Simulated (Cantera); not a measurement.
An adiabatic, constant-volume homogeneous reactor starts with 6.84 % CH4, 2.33 % H2, 19.0 % O2, 71.8 % N2, equivalence ratio 0.78, at 1550 K and 4.93 atm.

Model: GRI-Mech 3.0 (53 species, 325 reactions), integrated in Cantera.

**Question.** Predict: time of steepest temperature rise; temperature at 0.600 s; equilibrium temperature; x(H2) at 0.600 s; x(O2) at 0.600 s; x(O) at 0.600 s; x(N2O) at 0.600 s.

**Answer.** 
| Item | Value |
|---|---|
| time of steepest temperature rise | 60.4 µs |
| temperature at 0.600 s | 2957 K |
| equilibrium temperature | 2957 K |
| x(H2) at 0.600 s | 0.00860 (gas-phase equilibrium 0.00860) |
| x(O2) at 0.600 s | 0.0394 (gas-phase equilibrium 0.0394) |
| x(O) at 0.600 s | 0.00625 (gas-phase equilibrium 0.00625) |
| x(N2O) at 0.600 s | 3.06e-6 (gas-phase equilibrium 3.06e-6) |
